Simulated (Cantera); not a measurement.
## Equilibrium for silicon nitride deposition: SiH2Cl2 + N2 + H2

Charge: 1 mol SiH2Cl2, 1.3 mol N2, a varied amount of H2, equilibrated at 1102 °C and 0.00133 bar.

Cantera equilibrium calculation (NASA polynomials, part measured and part estimated; ideal gas, pure solids and liquids). Candidate condensed phases: NH4Cl, Si, Si3N4; 28 gas species. N2 is the only nitrogen source here; it is nearly inert below about 1500 K, so the nitride shown seldom forms there in practice. The tables' values for SiCl3 are old estimates; treat these amounts as uncertain. Rates play no part.

From 3.3 mol H2 to 99 mol H2 the condensed part is Si3N4(s). The main Si-bearing gas is SiCl2 throughout. The share of Si in condensed phases is highest at 99 mol H2 (94.6 %) and lowest at 3.3 mol H2 (82.4 %).

```csv
n(H2) (mol),log p H2,log p HCl,log p N2,log p SiCl2,log p SiCl3,log p SiCl4,log p SiHCl3,log p H,n Si3N4(s)
3.3,-3.11,-3.44,-3.78,-4.46,-5.57,-6.01,-6.88,-7.02,0.275
4.9,-3.05,-3.53,-3.89,-4.61,-5.84,-6.40,-7.12,-6.99,0.283
7.1,-3.01,-3.63,-4.01,-4.78,-6.12,-6.81,-7.38,-6.97,0.290
10,-2.97,-3.73,-4.13,-4.94,-6.41,-7.21,-7.65,-6.95,0.295
15,-2.94,-3.87,-4.28,-5.14,-6.76,-7.71,-7.98,-6.94,0.300
22,-2.92,-4.01,-4.43,-5.34,-7.10,-8.21,-8.32,-6.93,0.304
32,-2.91,-4.15,-4.58,-5.54,-7.45,-8.71,-8.66,-6.92,0.308
47,-2.90,-4.30,-4.74,-5.75,-7.82,-9.23,-9.02,-6.91,0.311
68,-2.89,-4.45,-4.90,-5.95,-8.17,-9.74,-9.37,-6.91,0.313
99,-2.89,-4.61,-5.06,-6.15,-8.54,-10.26,-9.74,-6.91,0.315
```
log p: log10 of the partial pressure in bar; n: condensed amount in mol.
